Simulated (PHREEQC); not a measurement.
Acid rinse or clean

A solution holds 1.4 mmol/kgw HBr, 0.54 mmol/kgw ZnSO4 and 10 mmol/kgw MgCl2, at 46 °C. Closed to the air; pH follows from the charge balance.

Equilibrium calculation in PHREEQC: ion-association model, phreeqc.dat.

Each row changes one thing in this solution. This is a speciation only: nothing precipitates in the calculation.

```csv
case,pH,ionic strength (mol/kgw)
as made,2.92,0.0324
HBr replaced by ZnBr2 at the same molality,5.65,0.0350
MgCl2 from 0.01 to 0.009 mol/kgw,2.92,0.0294
ZnSO4 left out,2.92,0.0314
MgCl2 left out,2.90,0.00327
diluted 100-fold with water,4.86,0.000335
```

Species that the database lacks are ignored. Away from 25 °C the constants follow the database's enthalpies or fits; those with neither stay at their 25 °C values.
